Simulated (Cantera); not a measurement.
# CF4 + H2 (fluorocarbon and chlorocarbon gases)

A closed system holds: 1 mol CF4, a varied amount of H2, at 2452 °C and 1.10 Pa.

Cantera equilibrium calculation (NASA polynomials, part measured and part estimated; ideal gas, pure solids and liquids). Candidate condensed phases: C, C6H6, C7H8, C8H18; 95 gas species. The numbers say what is thermodynamically allowed, not how fast it happens.

```tsv
n(H2) (mol)	x H	x F	x HF	x C	x C3	x CF	x C2
1	0.231	0.555	0.101	0.0710	0.0232	0.00939	0.00811
1.2	0.269	0.514	0.109	0.0693	0.0215	0.00848	0.00771
1.5	0.321	0.461	0.117	0.0667	0.0192	0.00732	0.00716
1.7	0.353	0.430	0.120	0.0651	0.0179	0.00667	0.00681
2.1	0.409	0.379	0.122	0.0621	0.0155	0.00560	0.00619
2.4	0.446	0.347	0.122	0.0599	0.0140	0.00495	0.00578
2.9	0.498	0.304	0.119	0.0567	0.0118	0.00410	0.00517
3.4	0.543	0.269	0.115	0.0538	0.0101	0.00345	0.00465
4.1	0.593	0.232	0.109	0.0502	0.00820	0.00277	0.00405
4.8	0.634	0.203	0.102	0.0471	0.00676	0.00228	0.00356
5.7	0.676	0.175	0.0936	0.0436	0.00536	0.00182	0.00305
6.7	0.712	0.152	0.0855	0.0403	0.00423	0.00146	0.00261
```
x: gas mole fraction; nothing condenses.

From 1 mol H2 to 6.7 mol H2 nothing is condensed. The main C-bearing gas is C throughout.
